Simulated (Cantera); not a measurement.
A closed system holds: 1 mol Al, 1.7 mol N2, 1.6 mol H2, 6 mol H2O, equilibrated at 2075 K and 38.0 mbar.

These are equilibrium values from Cantera (NASA tables, ideal gas, pure condensed phases), not measurements of a reactor. Candidate condensed phases: Al, AlN, Al2O3, H2O; 35 gas species. Gases not in the tables: Al(OH)3. Kinetics and transport are ignored.

Base state: H2O 0.480, H2 0.329, N2 0.182, H 0.00783, OH 0.00131, NO 3.66e-5, O 2.23e-5, O2 1.40e-5 (mole fractions); condensed: Al2O3(s).

### Question
What changes in the equilibrium state with this change: temperature from 2075 K to 1873 K?

### Answer
```tsv
species	before	after
H2O	0.480	0.483
H2	0.329	0.332
N2	0.182	0.183
H	0.00783	0.00191
O	2.23e-5	9.37e-7
O2	1.40e-5	5.97e-7
NO	3.66e-5	4.28e-6
OH	0.00131	0.000215
Al2O3(s), mol	0.500	0.500
```
